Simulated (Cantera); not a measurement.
Feed: 1 mol AlN, 0.19 mol H2O, 0.096 mol O2, 0.23 mol Cl2, equilibrated at 900 K and 0.0410 bar.

Method: chemical equilibrium by Gibbs-energy minimisation in Cantera with the NASA 1993 tables (ideal gas, pure condensed phases). Candidate condensed phases: Al, AlCl3, AlN, Al2O3, H2O, NH4Cl; 45 gas species. Condensed phases not in the tables: AlOCl. Equilibrium is a limit: real reactors are often held back by kinetics, nucleation or transport.

Base state: N2 0.351, H2 0.281, AlCl3 0.234, HCl 0.133, Al2Cl6 0.00105 (mole fractions); condensed: AlN(s) + Al2O3(s).

Question: What changes in the equilibrium state with this change: pressure from 0.0410 bar to 8.30 bar?

Answer: 
| species | before | after |
|---|---|---|
| N2 | 0.351 | 0.377 |
| H2 | 0.281 | 0.310 |
| AlCl3 | 0.234 | 0.129 |
| Al2Cl6 | 0.00105 | 0.0652 |
| HCl | 0.133 | 0.116 |
| NH3 | 4.38e-6 | 0.00107 |
| AlN(s), mol | 0.616 | 0.612 |
| Al2O3(s), mol | 0.127 | 0.127 |

Question: What changes in the equilibrium state with this change: H2O from 0.19 to 0.03 mol?

Answer: 
```tsv
species	before	after
N2	0.351	0.440
AlCl3	0.234	0.429
HCl	0.133	0.0738
H2	0.281	0.0532
Al2Cl6	0.00105	0.00353
AlN(s), mol	0.616	0.707
Al2O3(s), mol	0.127	0.0740
```
